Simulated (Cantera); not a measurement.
A Cantera script and what it prints.

```python
import numpy as np
import cantera as ct

gas_names = [...]  # 136 gases of nasa_gas.yaml made of C, H, N, O
cond_names = """
    C(gr) C6H6(L) C7H8(L) C8H18(L),n-octa H2O(s) H2O(L)
""".split()


# ... load() reads the species with a 1 bar reference pressure and builds the phases ...
atoms = {
    'C2H5OH': {'C': 2, 'H': 6, 'O': 1},
    'H2': {'H': 2},
    'N2': {'N': 2},
}
top_T = {'C(gr)': 4500}  # K; cautious upper limits of use, not melting points


# ... equilibrate(T, P, feed) seeds the gas with the atoms and calls Mixture.equilibrate('TP', solver="vcs", rtol=1e-11, max_steps=5000) ...
results = []
feed = {'C2H5OH': 1, 'H2': 47, 'N2': 19}  # mol
P = 1000  # Pa
for T in [825, 925, 1025, 1125, 1225, 1325, 1425, 1525, 1625, 1725, 1825, 1925]:
    mix = equilibrate(T, P, feed)
    results.append((T, P, feed, dict(zip(mix.species_names, mix.species_moles))))

top = {s: max(r[3][s] / sum(r[3][g] for g in gas_names) for r in results) for s in gas_names}
cols = sorted((s for s in top if top[s] > 1e-05), key=lambda s: -top[s])[:5]
seen = [c for c in cond_names if any(r[3].get(c, 0) > 1e-12 for r in results)]
print("log10 of partial pressures in bar; condensed amounts in mol")
print(f"{'T/K':>10s}" + "".join(f"{s[:9]:>10s}" for s in cols + seen))
for T, P, feed, n in results:
    ng = sum(n[g] for g in gas_names)
    print(f"{T:10.4g}" + "".join(f"{np.log10(max(n[s] / ng * P / 1e5, 1e-99)):10.3f}" for s in cols)
          + "".join(f"{n.get(c, 0):10.4g}" for c in seen))
```

Output:

```
log10 of partial pressures in bar; condensed amounts in mol
       T/K        H2        N2        CO         H       HCN     C(gr)
       825    -2.150    -2.564    -3.884   -12.175    -9.120    0.7707
       925    -2.147    -2.566    -3.849   -10.658    -8.206    0.9303
      1025    -2.146    -2.566    -3.846    -9.434    -7.472    0.9755
      1125    -2.146    -2.566    -3.845    -8.425    -6.869    0.9892
      1225    -2.146    -2.566    -3.845    -7.579    -6.366    0.9924
      1325    -2.146    -2.566    -3.845    -6.859    -5.940    0.9895
      1425    -2.146    -2.567    -3.845    -6.239    -5.574    0.9794
      1525    -2.146    -2.567    -3.845    -5.699    -5.257    0.9586
      1625    -2.147    -2.567    -3.845    -5.225    -4.980    0.9208
      1725    -2.148    -2.568    -3.845    -4.805    -4.735    0.8575
      1825    -2.149    -2.570    -3.846    -4.431    -4.519    0.7576
      1925    -2.152    -2.572    -3.847    -4.096    -4.327    0.6067
```

Method: chemical equilibrium by Gibbs-energy minimisation in Cantera with the NASA 1993 tables (ideal gas, pure condensed phases).
